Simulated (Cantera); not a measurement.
Input: 1 mol SiH2Cl2, 0.066 mol C3H8, 1400 mol H2, at 0.560 bar.

These are equilibrium values from Cantera (NASA tables, ideal gas, pure condensed phases), not measurements of a reactor. Candidate condensed phases: C, C6H6, C7H8, C8H18, Si, SiC; 109 gas species. Mutual solubility and eutectic melting of coexisting phases are not modelled. Gases not in the tables: Si2H6 and higher silanes. Kinetics and transport are ignored. All values below are at 1675 K.

Base state: H2 0.998, HCl 0.00141, H 0.000155, SiH2 1.12e-5 (mole fractions); condensed: Si(s) + SiC(s).

### Question
What changes in the equilibrium state with this change: H2 from 1400 to 65 mol?

### Answer
```tsv
species	before	after
H2	0.998	0.973
HCl	0.00141	0.0249
SiCl2	7.20e-6	0.00231
SiCl3	6.94e-9	3.98e-5
SiHCl3	1.78e-9	1.01e-5
SiH2Cl2	3.91e-8	1.22e-5
SiH2	1.12e-5	1.09e-5
Si(s), mol	0.785	0.642
SiC(s), mol	0.185	0.197
```
The tables' values for SiCl3 are old estimates; treat these amounts as uncertain.
